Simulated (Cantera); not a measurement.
Charge: 1 mol SiH2Cl2, 0.012 mol C3H8, a varied amount of H2, held at 1600 K and 1.05 Torr.

These are equilibrium values from Cantera (NASA tables, ideal gas, pure condensed phases), not measurements of a reactor. Candidate condensed phases: C, C6H6, C7H8, C8H18, Si, SiC; 109 gas species. Mutual solubility and eutectic melting of coexisting phases are not modelled. The tables' values for SiCl, SiCl3 are old estimates; treat these amounts as uncertain. Equilibrium is a limit: real reactors are often held back by kinetics, nucleation or transport.

x: gas mole fraction; n: condensed amount in mol.

| n(H2) (mol) | x H2 | x HCl | x SiCl2 | x H | x Cl | x Si | n Si(s) | n SiC(s) |
|---|---|---|---|---|---|---|---|---|
| 18 | 0.916 | 0.0663 | 0.0165 | 0.00139 | 7.96e-5 | 6.96e-5 | 0.628 | 0.0360 |
| 28 | 0.941 | 0.0488 | 0.00874 | 0.00141 | 5.79e-5 | 6.96e-5 | 0.697 | 0.0360 |
| 44 | 0.959 | ? | ? | 0.00142 | ? | 6.96e-5 | 0.760 | 0.0360 |
| 70 | 0.973 | 0.0237 | 0.00199 | 0.00143 | 2.76e-5 | 6.96e-5 | 0.813 | 0.0360 |
| 110 | 0.982 | 0.0160 | 0.000899 | 0.00144 | 1.86e-5 | 6.96e-5 | 0.852 | 0.0360 |
| 180 | 0.988 | 0.0102 | 0.000365 | 0.00144 | 1.18e-5 | 6.96e-5 | 0.881 | 0.0360 |
| 280 | 0.992 | ? | ? | 0.00145 | ? | 6.96e-5 | 0.895 | 0.0359 |
| 440 | 0.994 | 0.00438 | 6.65e-5 | 0.00145 | 5.05e-6 | 6.96e-5 | 0.897 | 0.0359 |
| 700 | 0.996 | 0.00279 | 2.69e-5 | 0.00145 | 3.21e-6 | 6.96e-5 | 0.887 | 0.0358 |
| 1100 | 0.997 | 0.00179 | 1.11e-5 | 0.00145 | 2.06e-6 | 6.96e-5 | 0.861 | 0.0357 |

Problem. What belongs in the gaps?

Solution. 
- 44, x HCl: 0.0347
- 44, x SiCl2: 0.00432
- 44, x Cl: 4.07e-5
- 280, x HCl: 0.00675
- 280, x SiCl2: 0.000159
- 280, x Cl: 7.80e-6
